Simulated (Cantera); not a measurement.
An isothermal, constant-pressure homogeneous reactor starts with 3.57 % C2H6, 96.4 % H2, at 1625 K and 10.00 Torr.

Model: GRI-Mech 3.0 (53 species, 325 reactions), integrated in Cantera. GRI-Mech 3.0 stops at C3 and has no aromatics, soot or wall deposition, so with more carbon than oxygen in the feed, carbon stays in small species such as C2H2 where larger ones or solid carbon would form. Radical loss at walls, strong at low pressure, is not modelled.

x: mole fraction; the columns are a selection and need not sum to one.

```csv
t (s),x C2H6,x H2,x C2H4,x CH2,x CH3,x C2H,x C2H2
7.00e-6,0.0356,0.964,1.22e-7,3.28e-10,0.000219,<1e-12,1.67e-12
2.93e-5,0.0351,0.964,1.82e-5,(withheld),0.000757,<1e-12,1.62e-9
0.000122,0.0313,0.961,0.00120,(withheld),0.00222,1.47e-11,3.86e-6
0.000512,0.00815,0.945,0.00898,(withheld),0.00560,1.31e-8,0.000918
0.00214,3.45e-5,0.940,0.00451,(withheld),0.00268,1.02e-7,0.00832
0.00895,1.61e-5,0.943,0.000799,(withheld),0.00137,8.17e-8,0.0128
0.0374,7.01e-6,0.945,0.000201,(withheld),0.000677,4.72e-8,0.0144
0.156,3.28e-6,0.946,0.000110,(withheld),0.000391,3.15e-8,0.0158
0.654,2.25e-6,0.949,8.42e-5,(withheld),0.000321,3.61e-8,0.0185
2.74,8.40e-7,0.956,5.12e-5,(withheld),0.000201,5.18e-8,0.0247
11.4,1.03e-7,0.963,3.76e-5,(withheld),7.23e-5,7.01e-8,0.0305
47.8,7.61e-9,0.965,3.75e-5,(withheld),1.90e-5,7.78e-8,0.0326
200,1.89e-9,0.966,3.78e-5,(withheld),7.66e-6,7.92e-8,0.0330
```

Question: What belongs in the gaps?

Answer: 
- 2.93e-5, x CH2: 2.45e-8
- 0.000122, x CH2: 9.90e-7
- 0.000512, x CH2: 8.29e-6
- 0.00214, x CH2: 4.34e-6
- 0.00895, x CH2: 1.49e-6
- 0.0374, x CH2: 4.49e-7
- 0.156, x CH2: 1.72e-7
- 0.654, x CH2: 1.41e-7
- 2.74, x CH2: 9.80e-8
- 11.4, x CH2: 4.05e-8
- 47.8, x CH2: 1.13e-8
- 200, x CH2: 4.59e-9
